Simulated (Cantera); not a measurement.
Charge: 1 mol Fe2O3, 0.57 mol O2, 6.8 mol CO2, equilibrated at 0.0790 bar.

These are equilibrium values from Cantera (NASA tables, ideal gas, pure condensed phases), not measurements of a reactor. Candidate condensed phases: C, Fe, Fe(CO)5, FeO, Fe2O3, Fe3O4; 15 gas species. Kinetics and transport are ignored.

### Question
Which condensed phases are stable at each of these points (T (°C)): 875, 925, 975, 1025, 1075, 1125, 1175, 1225, 1275, 1325, 1375?

### Answer
| T (°C) | condensed phases | Fe condensed (%) |
|---|---|---|
| 875 | Fe2O3(s) | 100.0 |
| 925 | Fe2O3(s) | 100.0 |
| 975 | Fe2O3(s) | 100.0 |
| 1025 | Fe2O3(s) | 100.0 |
| 1075 | Fe2O3(s) | 100.0 |
| 1125 | Fe2O3(s) | 100.0 |
| 1175 | Fe2O3(s) | 100.0 |
| 1225 | Fe2O3(s) | 100.0 |
| 1275 | Fe3O4(s) | 100.0 |
| 1325 | Fe3O4(s) | 100.0 |
| 1375 | Fe3O4(s) | 100.0 |

From 875 °C to 1225 °C the condensed part is Fe2O3(s). From 1275 °C to 1375 °C the condensed part is Fe3O4(s).
